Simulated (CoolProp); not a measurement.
Saturation properties of hexamethyldisiloxane (MM) (Tc = 518.7 K, pc = 1.931 MPa, ω = 0.418).

Model: reference Helmholtz-energy equation of state, Thol 2016, in CoolProp.

| T (K) | p (MPa) | liquid density (kg/m³) | enthalpy of vaporisation (kJ/kg) | liquid cp (kJ/(kg K)) |
|---|---|---|---|---|
| 241.5 | 0.0001328 | 817.9 | 254.6 | 1.773 |
| 247 | 0.0002096 | 812.3 | 252.0 | 1.783 |
| 252.5 | 0.0003229 | 806.7 | 249.5 | 1.794 |
| 258 | 0.0004864 | 801.1 | 247.0 | 1.805 |
| 263.5 | 0.0007177 | 795.5 | 244.5 | 1.817 |
| 268.9 | 0.001032 | 789.9 | 242.0 | 1.829 |
| 274.4 | 0.001466 | 784.3 | 239.6 | 1.841 |
| 279.9 | 0.002048 | 778.6 | 237.1 | 1.854 |
| 285.4 | 0.002817 | 772.9 | 234.6 | 1.867 |

It boils at 373.7 K under 1 atm.
